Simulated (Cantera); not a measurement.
An adiabatic, constant-pressure homogeneous reactor starts with CH4 : H2 : O2 : N2 : H2O = 1 : 0.099 : 1.08 : 4.06 : 0.47 (molar parts), at 1148 K and 21000 Torr.

Detailed kinetics in Cantera: GRI-Mech 3.0 (53 species, 325 reactions). The pressure lies above the range GRI-Mech 3.0 was tuned for (to about 10 atm).

x: mole fraction; the columns are a selection and need not sum to one.

| t (s) | T (K) | x CH4 | x H2 | x O2 | x H2O | x C2H6 | x C2H4 | x H2O2 |
|---|---|---|---|---|---|---|---|---|
| 1.00e-6 | 1148 | 0.149 | 0.0148 | 0.161 | 0.0701 | <1e-12 | <1e-12 | 1.30e-10 |
| 3.67e-6 | 1148 | 0.149 | 0.0148 | 0.161 | 0.0701 | 5.83e-12 | <1e-12 | ___ |
| 1.35e-5 | 1148 | 0.149 | 0.0148 | 0.161 | 0.0701 | 2.14e-10 | 2.61e-12 | ___ |
| 4.95e-5 | 1148 | 0.149 | 0.0148 | 0.161 | 0.0701 | 9.63e-9 | 1.20e-10 | ___ |
| 0.000182 | 1148 | 0.149 | 0.0147 | 0.161 | 0.0701 | 3.72e-6 | 5.18e-8 | ___ |
| 0.000667 | 1186 | 0.144 | 0.0139 | 0.156 | 0.0760 | 0.000481 | 5.29e-5 | ___ |
| 0.00245 | 2237 | 1.74e-7 | 0.148 | 1.21e-7 | 0.188 | <1e-12 | 1.89e-10 | 1.31e-9 |
| 0.00899 | 2237 | 1.56e-8 | 0.148 | 1.21e-7 | 0.188 | <1e-12 | <1e-12 | 1.31e-9 |
| 0.0330 | 2237 | 1.56e-8 | 0.148 | 1.21e-7 | 0.188 | <1e-12 | <1e-12 | 1.31e-9 |
| 0.121 | 2237 | 1.56e-8 | 0.148 | 1.21e-7 | 0.188 | <1e-12 | <1e-12 | 1.31e-9 |
| 0.445 | 2237 | 1.56e-8 | 0.148 | 1.21e-7 | 0.188 | <1e-12 | <1e-12 | 1.31e-9 |
| 1.63 | 2237 | 1.56e-8 | 0.148 | 1.21e-7 | 0.188 | <1e-12 | <1e-12 | 1.31e-9 |
| 6.00 | 2237 | 1.56e-8 | 0.148 | 1.21e-7 | 0.188 | <1e-12 | <1e-12 | 1.31e-9 |

**Question.** What belongs in the gaps?

**Answer.** 
- 3.67e-6, x H2O2: 1.79e-9
- 1.35e-5, x H2O2: 2.53e-8
- 4.95e-5, x H2O2: 3.46e-7
- 0.000182, x H2O2: 7.76e-6
- 0.000667, x H2O2: 0.000113
